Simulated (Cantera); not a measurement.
Input: 1 mol Si₃N₄, 0.89 mol N₂O, 3.3 mol N₂, held at 1527 °C and 0.000290 bar.

Cantera equilibrium calculation (NASA polynomials, part measured and part estimated; ideal gas, pure solids and liquids). Candidate condensed phases: Si, SiO₂, Si₂N₂O, Si₃N₄; 16 gas species. The tables' values for SiN are old estimates; treat these amounts as uncertain. The numbers say what is thermodynamically allowed, not how fast it happens.

Base state: N₂ 0.864, SiO 0.124, Si 0.0110, Si₂N 0.000123, SiN 7.68e-5, Si₂ 6.62e-5, Si₃ 1.57e-5 (mole fractions); condensed: Si(l).

What changes in the equilibrium state with this change: N₂O from 0.89 to 0.41 mol?


| species | before | after |
|---|---|---|
| N₂ | 0.864 | 0.923 |
| SiO | 0.124 | 0.0662 |
| Si | 0.0110 | 0.0110 |
| Si₂N | 0.000123 | 0.000128 |
| SiN | 7.68e-5 | 7.93e-5 |
| Si₃ | 1.57e-5 | 1.57e-5 |
| Si(l), mol | 2.03 | 2.52 |
